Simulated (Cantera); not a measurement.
**SiCl₄ + HCl + H₂ (chlorosilane synthesis and conversion)**

A closed system holds: 1 mol SiCl₄, 1.9 mol HCl, 0.36 mol H₂, held at 1 atm.

Equilibrium computed with Cantera from the NASA thermochemical tables; the gas is ideal and each condensed phase is pure. Candidate condensed phases: Si; 19 gas species. The tables' values for SiCl₃ are old estimates; treat these amounts as uncertain. Kinetics and transport are ignored.

From 402 °C to 1002 °C nothing is condensed. The main Si-bearing gas is SiCl₄ throughout.

```
T (°C)  log p HCl  log p SiCl₄  log p H₂  log p SiHCl₃  log p SiCl₃  log p SiCl₂
------  ---------  -----------  --------  ------------  -----------  -----------
402         -0.23        -0.51     -0.95         -5.11        -9.10         <-11
452         -0.23        -0.51     -0.95         -4.74        -8.15         <-11
502         -0.23        -0.51     -0.95         -4.42        -7.33         <-11
552         -0.23        -0.51     -0.95         -4.14        -6.61       -10.77
602         -0.23        -0.51     -0.95         -3.89        -5.97        -9.68
652         -0.23        -0.51     -0.95         -3.67        -5.41        -8.71
702         -0.23        -0.51     -0.95         -3.47        -4.90        -7.84
752         -0.23        -0.51     -0.95         -3.30        -4.45        -7.06
802         -0.23        -0.51     -0.95         -3.14        -4.03        -6.36
852         -0.23        -0.51     -0.96         -3.00        -3.66        -5.72
902         -0.23        -0.51     -0.96         -2.87        -3.32        -5.14
952         -0.23        -0.51     -0.96         -2.75        -3.01        -4.61
1002        -0.23        -0.51     -0.96         -2.65        -2.72        -4.12
```
log p: log10 of the partial pressure in bar; nothing condenses.
